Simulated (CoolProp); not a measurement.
R11 at 298.15 K and 18.1 MPa flows at 25 m/s in a round tube of 25 mm bore and 1.5 µm roughness, fully developed (64/Re and Nu = 3.66 if laminar; Colebrook and Gnielinski if turbulent). Each further row changes one setting.

Computed with CoolProp (reference Helmholtz-energy equation of state, Jacobsen 1992).

| case | Reynolds number | Darcy friction factor | pressure drop (Pa/m) | heat-transfer coefficient (W/(m² K)) | mass flow (kg/h) |
|---|---|---|---|---|---|
| as stated | 1830000 | 0.0121 | 230000 | 25800 | 67100 |
| velocity 50 m/s | 3660000 | 0.0116 | 879000 | 50000 | 134000 |
| diameter 50 mm | 3660000 | 0.0107 | 102000 | 23500 | 268000 |

Viscosity comes from a separate model (Klein 1997), an estimate that may be off by 10 % or more. Thermal conductivity comes from a separate model (McLinden 2000), an estimate that may be off by 10 % or more.
